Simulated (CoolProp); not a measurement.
Values from CoolProp's reference Helmholtz-energy equation of state, Leachman 2009.

For normal hydrogen, give the phase and the density (kg/m³), cv (kJ/(kg K)), speed of sound (m/s), Joule-Thomson coefficient (K/MPa) at 39.6 K and 1.62 bar; 39.6 K and 2.7 bar; 39.6 K and 6.48 bar.


- 39.6 K and 1.62 bar: gas; density 1.02, cv 6.23, speed of sound 517, Joule-Thomson coefficient 6.76
- 39.6 K and 2.7 bar: gas; density 1.73, cv 6.27, speed of sound 514, Joule-Thomson coefficient 6.74
- 39.6 K and 6.48 bar: gas; density 4.44, cv 6.38, speed of sound 503, Joule-Thomson coefficient 6.64
